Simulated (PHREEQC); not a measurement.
Consider water at 25 °C with 0.092 mol LiOH and 7.8e-06 mol H4SiO4 per kg of water. Closed to the air; pH follows from the charge balance.

The numbers come from PHREEQC with the Pitzer model, pitzer.dat.

Each row changes one thing in this solution. This is a speciation only: nothing precipitates in the calculation.

```tsv
case	pH	H3SiO4- (mol/kgw)	H4SiO4 (mol/kgw)	SI of SiO2(a) (SiO2)
as made	12.83	3.50e-6	2.49e-9	-5.93
H4SiO4 from 7.8e-06 to 3.9e-05 mol/kgw	12.83	1.75e-5	1.25e-8	-5.23
H4SiO4 replaced by K2SiO3 at the same molality	12.83	3.50e-6	2.49e-9	-5.93
LiOH replaced by LiCl at the same molality	6.95	1.45e-8	7.79e-6	-2.43
0.0018 mol/kgw KOH added	___	___	2.40e-9	-5.94
temperature from 25 to 15 °C	13.18	___	1.53e-9	-6.05
H4SiO4 from 7.8e-06 to 1.17e-05 mol/kgw	12.83	5.25e-6	3.73e-9	___
H4SiO4 from 7.8e-06 to 7.8e-07 mol/kgw	12.83	___	2.49e-10	-6.93
diluted 10-fold with water	11.91	7.19e-7	5.33e-9	-5.61
```

Problem. What belongs in the gaps?

Solution. 
- 0.0018 mol/kgw KOH added, pH: 12.84
- 0.0018 mol/kgw KOH added, H3SiO4- (mol/kgw): 3.45e-6
- temperature from 25 to 15 °C, H3SiO4- (mol/kgw): 3.31e-6
- H4SiO4 from 7.8e-06 to 1.17e-05 mol/kgw, SI of SiO2(a) (SiO2): -5.75
- H4SiO4 from 7.8e-06 to 7.8e-07 mol/kgw, H3SiO4- (mol/kgw): 3.50e-7

Complexes and solids missing from the database can't appear.
